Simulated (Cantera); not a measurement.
A perfectly stirred reactor is fed with 1.68 % CO, 3.82 % O2, 1.40 % H2O, 93.1 % N2, at 0.960 bar; it is held at 1050 K, and followed from long to short residence time.

Detailed kinetics in Cantera: GRI-Mech 3.0 (53 species, 325 reactions).

x: mole fraction; the columns are a selection and need not sum to one.

```json
[
 {"τ (s)": "0.61", "x CO": "0.00200", "x O2": "0.0310", "x H2O": "0.0141", "x H2O2": "4.52e-7", "x O": "6.49e-6", "x NO2": "2.09e-9", "x H": "5.92e-7"},
 {"τ (s)": "0.38", "x CO": "0.00266", "x O2": "0.0313", "x H2O": "0.0140", "x H2O2": "5.40e-7", "x O": "8.88e-6", "x NO2": "1.40e-9", "x H": "8.92e-7"},
 {"τ (s)": "0.24", "x CO": "?", "x O2": "0.0317", "x H2O": "0.0140", "x H2O2": "?", "x O": "?", "x NO2": "9.50e-10", "x H": "?"},
 {"τ (s)": "0.15", "x CO": "0.00451", "x O2": "0.0322", "x H2O": "0.0140", "x H2O2": "6.81e-7", "x O": "1.58e-5", "x NO2": "6.50e-10", "x H": "1.88e-6"},
 {"τ (s)": "0.092", "x CO": "0.00581", "x O2": "0.0329", "x H2O": "0.0140", "x H2O2": "7.29e-7", "x O": "2.08e-5", "x NO2": "4.48e-10", "x H": "2.67e-6"},
 {"τ (s)": "0.057", "x CO": "?", "x O2": "0.0336", "x H2O": "0.0140", "x H2O2": "7.59e-7", "x O": "?", "x NO2": "3.18e-10", "x H": "?"},
 {"τ (s)": "0.036", "x CO": "0.00886", "x O2": "0.0343", "x H2O": "0.0140", "x H2O2": "7.73e-7", "x O": "3.22e-5", "x NO2": "2.29e-10", "x H": "4.64e-6"},
 {"τ (s)": "0.022", "x CO": "0.0106", "x O2": "0.0352", "x H2O": "0.0139", "x H2O2": "7.78e-7", "x O": "3.82e-5", "x NO2": "1.59e-10", "x H": "5.70e-6"},
 {"τ (s)": "0.014", "x CO": "0.0122", "x O2": "0.0360", "x H2O": "0.0139", "x H2O2": "7.74e-7", "x O": "4.27e-5", "x NO2": "1.10e-10", "x H": "6.47e-6"},
 {"τ (s)": "0.0086", "x CO": "0.0137", "x O2": "0.0367", "x H2O": "0.0139", "x H2O2": "7.65e-7", "x O": "4.53e-5", "x NO2": "6.96e-11", "x H": "6.86e-6"}
]
```

Problem. Some entries are withheld; supply them.

Solution. 
- 0.24, x CO: 0.00347
- 0.24, x H2O2: 6.17e-7
- 0.24, x O: 1.19e-5
- 0.24, x H: 1.31e-6
- 0.057, x CO: 0.00729
- 0.057, x O: 2.64e-5
- 0.057, x H: 3.62e-6
